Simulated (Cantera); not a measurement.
# MgO + HCl + H2 (chemical vapour transport)

Input: 1 mol MgO, 0.6 mol HCl, a varied amount of H2, held at 1050 K and 0.210 bar.

Cantera equilibrium calculation (NASA polynomials, part measured and part estimated; ideal gas, pure solids and liquids). Candidate condensed phases: H2O, Mg, MgCl2, MgO, Mg(OH)2; 22 gas species. Mutual solubility and eutectic melting of coexisting phases are not modelled. The numbers say what is thermodynamically allowed, not how fast it happens.

```
n(H2) (mol)   x H2  x HCl     x H2O   x MgCl2     x Cl      x H  n MgCl2(l)  n MgO(s)
-----------  -----  -----  --------  --------  -------  -------  ----------  --------
0.34         0.363  0.628   0.00621   0.00271  1.68e-8  1.07e-8     0.00327     0.994
0.92         0.605  0.390   0.00255   0.00255  8.09e-9  1.38e-8           0     0.996
1.5          0.714  0.282   0.00184   0.00184  5.39e-9  1.50e-8           0     0.996
2.1          0.778  0.219   0.00143   0.00143  4.02e-9  1.56e-8           0     0.996
2.7          0.818  0.179   0.00117   0.00117  3.20e-9  1.60e-8           0     0.996
3.2          0.842  0.156   0.00102   0.00102  2.74e-9  1.62e-8           0     0.996
3.8          0.864  0.135  0.000880  0.000880  2.34e-9  1.64e-8           0     0.996
4.4          0.880  0.118  0.000774  0.000774  2.04e-9  1.66e-8           0     0.996
```
x: gas mole fraction; n: condensed amount in mol.

At 0.34 mol H2 the condensed part is MgCl2(l) + MgO(s). From 0.92 mol H2 to 4.4 mol H2 the condensed part is MgO(s). The main Mg-bearing gas is MgCl2 throughout.
